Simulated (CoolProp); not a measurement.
Sulfur hexafluoride at 293.15 K and 0.845 MPa flows at 0.07 m/s in a round tube of 20 mm bore and 15 µm roughness, fully developed (64/Re and Nu = 3.66 if laminar; Colebrook and Gnielinski if turbulent). Each further row changes one setting.

Values from CoolProp's reference Helmholtz-energy equation of state, Guder 2009.

```json
[
 {"case": "as stated", "Reynolds number": "5230", "Darcy friction factor": "0.0378", "pressure drop (Pa/m)": "0.263", "heat-transfer coefficient (W/(m² K))": "12.0", "mass flow (kg/h)": "4.50"},
 {"case": "velocity 0.14 m/s", "Reynolds number": "10500", "Darcy friction factor": "0.0317", "pressure drop (Pa/m)": "0.881", "heat-transfer coefficient (W/(m² K))": "22.3", "mass flow (kg/h)": "8.99"},
 {"case": "diameter 40 mm", "Reynolds number": "10500", "Darcy friction factor": "0.0311", "pressure drop (Pa/m)": "0.108", "heat-transfer coefficient (W/(m² K))": "11.0", "mass flow (kg/h)": "18.0"}
]
```

Viscosity comes from a separate model (Quiñones-Cisneros 2012). Thermal conductivity comes from a separate model (Assael 2012).
